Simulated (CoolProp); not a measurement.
Saturation properties of octamethyltrisiloxane (MDM).

The numbers come from the reference Helmholtz-energy equation of state, Thol 2017 in CoolProp.

```csv
T (K),p (bar),liquid density (kg/m³),vapour density (kg/m³),enthalpy of vaporisation (kJ/kg),surface tension (mN/m)
293,0.003537,820.4,0.03438,206.3,17.1
302.3,0.006521,(withheld),0.06146,202.7,16.2
311.6,0.01148,801.7,0.1051,199.0,15.4
320.9,0.01938,792.2,0.1724,(withheld),14.6
330.2,0.03149,782.6,0.2729,191.8,(withheld)
339.6,0.04970,772.8,0.4197,188.1,12.9
348.9,0.07566,763.0,0.6238,184.5,12.2
358.2,0.1120,753.1,0.9027,(withheld),11.4
```

**Question.** What belongs in the gaps?

**Answer.** 
- 302.3, liquid density (kg/m³): 811.1
- 320.9, enthalpy of vaporisation (kJ/kg): 195.4
- 330.2, surface tension (mN/m): 13.7
- 358.2, enthalpy of vaporisation (kJ/kg): 180.8

It boils at 425.6 K under 1 atm.

Surface tension comes from a separate correlation (Mulero 2014), older than this fluid's equation and unchecked against measurements.
